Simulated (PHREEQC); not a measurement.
Consider water at 20 °C with 0.095 mol H2SeO4 and 0.00064 mol NaOH per kg of water. Closed to the air; pH follows from the charge balance.

Computed with PHREEQC (ion-association model, wateq4f.dat).

This is a speciation only: nothing precipitates in the calculation.

Question: Predict the pH, ionic strength.

Answer: pH 0.98; ionic strength 0.163 mol/kgw.

Question: In which forms is Se present?

Answer: HSeO4- 64 %, SeO4-2 36 % of the Se.

Complexes and solids missing from the database can't appear.
